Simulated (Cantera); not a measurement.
A closed system holds: 1 mol SiCl4, 0.73 mol Cl2, 0.35 mol H2, held at 1273.15 K and 97.5 Torr.

Cantera equilibrium calculation (NASA polynomials, part measured and part estimated; ideal gas, pure solids and liquids). Candidate condensed phases: Si; 19 gas species. Equilibrium is a limit: real reactors are often held back by kinetics, nucleation or transport.

Base state: SiCl4 0.478, HCl 0.335, Cl2 0.176, Cl 0.0113 (mole fractions); condensed: gas only.

### Question
What changes in the equilibrium state with this change: pressure from 97.5 Torr to 1 atm?

### Answer
| species | before | after |
|---|---|---|
| SiCl4 | 0.478 | 0.480 |
| HCl | 0.335 | 0.336 |
| Cl2 | 0.176 | 0.180 |
| Cl | 0.0113 | 0.00410 |
